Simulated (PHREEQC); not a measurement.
Consider water at 25 °C with 0.013 mol HF, 0.016 mol KF, 4.9e-07 mol H4SiO4 and 0.0019 mol H2SO4 per kg of water. Closed to the air; pH follows from the charge balance.

Computed with PHREEQC (ion-association model, phreeqc.dat).

```tsv
quantity	before	after
pH	3.04	3.68
ionic strength (mol/kgw)	0.0186	0.0179
HF (mol/kgw)	0.0149	0.00338
F- (mol/kgw)	0.0126	0.0123
SO4-2 (mol/kgw)	0.00169	0.00176
HF2- (mol/kgw)	0.000723	0.000160
```

**Question.** Which change was made?
A) H4SiO4 left out
B) temperature from 25 to 55 °C
C) diluted 100-fold with water
D) HF left out
E) H4SiO4 replaced by H2SiF6 at the same molality

**Answer.** D, HF left out

This is a speciation only: nothing precipitates in the calculation. SiF6-2 is the database's only silicon fluoride.
